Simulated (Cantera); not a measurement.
Input: 1 mol H2O, 1.5 mol O2, 3.4 mol H2, equilibrated at 1402 °C and 0.0430 bar.

These are equilibrium values from Cantera (NASA tables, ideal gas, pure condensed phases), not measurements of a reactor. Candidate condensed phases: H2O; 9 gas species. Rates play no part.

Base state: H2O 0.909, H2 0.0909, H 0.000169, OH 8.17e-5 (mole fractions); condensed: gas only.

Problem. What changes in the equilibrium state with this change: temperature from 1402 °C to 2350 °C?

Solution. 
```
species    before   after
-------  --------  ------
H2O         0.909   0.619
H2         0.0909   0.167
H        0.000169  0.0830
O         1.23e-7  0.0233
O2        5.53e-7  0.0351
OH        8.17e-5  0.0729
```

Problem. What changes in the equilibrium state with this change: H2O replaced by CS2?

Solution. 
| species | before | after |
|---|---|---|
| H2O | 0.909 | 0.299 |
| H2 | 0.0909 | 0.294 |
| S2 | 0 | 0.154 |
| CO | 0 | 0.143 |
| CO2 | 0 | 0.0439 |
| H2S | 0 | 0.0406 |
| SO2 | 0 | 0.0136 |
| SH | 0 | 0.00641 |
| SO | 0 | 0.00380 |
Further candidate phases: C, C6H6, C7H8, C8H18, H2SO4, S.
